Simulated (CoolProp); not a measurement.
Vapour-liquid equilibrium of ethane (1) + hydrogen chloride (2) at 0.706 MPa; x and y are mole fractions of (1).

The numbers come from the multi-fluid Helmholtz-energy mixture model, Bücker 2006 and Thol 2018; pair parameters Bell 2016 in CoolProp.

```json
[
 {"x": "0.05", "bubble temperature, mixture model (°C)": "-45.4", "bubble temperature, Raoult's law (°C)": "-42.3", "y, mixture model": "0.139", "y, Raoult's law": "0.051"},
 {"x": "0.15", "bubble temperature, mixture model (°C)": "-48.9", "bubble temperature, Raoult's law (°C)": "-42.3", "y, mixture model": "0.297", "y, Raoult's law": "0.153"},
 {"x": "0.25", "bubble temperature, mixture model (°C)": "-50.5", "bubble temperature, Raoult's law (°C)": "-42.4", "y, mixture model": "0.380", "y, Raoult's law": "0.254"},
 {"x": "0.35", "bubble temperature, mixture model (°C)": "-51.2", "bubble temperature, Raoult's law (°C)": "-42.5", "y, mixture model": "0.434", "y, Raoult's law": "0.355"},
 {"x": "0.45", "bubble temperature, mixture model (°C)": "-51.5", "bubble temperature, Raoult's law (°C)": "-42.5", "y, mixture model": "0.477", "y, Raoult's law": "0.456"},
 {"x": "0.55", "bubble temperature, mixture model (°C)": "-51.5", "bubble temperature, Raoult's law (°C)": "-42.6", "y, mixture model": "0.520", "y, Raoult's law": "0.556"},
 {"x": "0.65", "bubble temperature, mixture model (°C)": "-51.2", "bubble temperature, Raoult's law (°C)": "-42.7", "y, mixture model": "0.570", "y, Raoult's law": "0.655"},
 {"x": "0.75", "bubble temperature, mixture model (°C)": "-50.3", "bubble temperature, Raoult's law (°C)": "-42.7", "y, mixture model": "0.637", "y, Raoult's law": "0.754"},
 {"x": "0.85", "bubble temperature, mixture model (°C)": "-48.5", "bubble temperature, Raoult's law (°C)": "-42.8", "y, mixture model": "0.734", "y, Raoult's law": "0.853"},
 {"x": "0.95", "bubble temperature, mixture model (°C)": "-45.3", "bubble temperature, Raoult's law (°C)": "-42.9", "y, mixture model": "0.888", "y, Raoult's law": "0.951"}
]
```

The largest gap from Raoult's law is -9.0 K in bubble temperature, at x = 0.45. y crosses x between x = 0.45 and 0.55: the model has an azeotrope there.

Pair parameters are fitted to limited data, so mixtures are less certain than the pure fluids.
